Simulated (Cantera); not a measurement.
Input: 1 mol Si, 1.3 mol Cl2, a varied amount of H2, held at 1425 °C and 4.10 mbar.

These are equilibrium values from Cantera (NASA tables, ideal gas, pure condensed phases), not measurements of a reactor. Candidate condensed phases: Si; 19 gas species. Gases not in the tables: Si2H6 and higher silanes. Equilibrium is a limit: real reactors are often held back by kinetics, nucleation or transport.

Task: What share of the Si ends up in condensed phases as a function of n(H2) (mol), at 3.1, 3.5, 4, 4.6, 5.2, 5.9, 6.8, 7.8, 8.8, 10, 12, 13, 15?

Result: 
| n(H2) (mol) | Si condensed (%) | as |
|---|---|---|
| 3.1 | 11.0 | Si(l) |
| 3.5 | 13.2 | Si(l) |
| 4 | 15.7 | Si(l) |
| 4.6 | 18.3 | Si(l) |
| 5.2 | 20.8 | Si(l) |
| 5.9 | 23.3 | Si(l) |
| 6.8 | 26.3 | Si(l) |
| 7.8 | 29.2 | Si(l) |
| 8.8 | 31.9 | Si(l) |
| 10 | 34.7 | Si(l) |
| 12 | 38.8 | Si(l) |
| 13 | 40.6 | Si(l) |
| 15 | 43.9 | Si(l) |
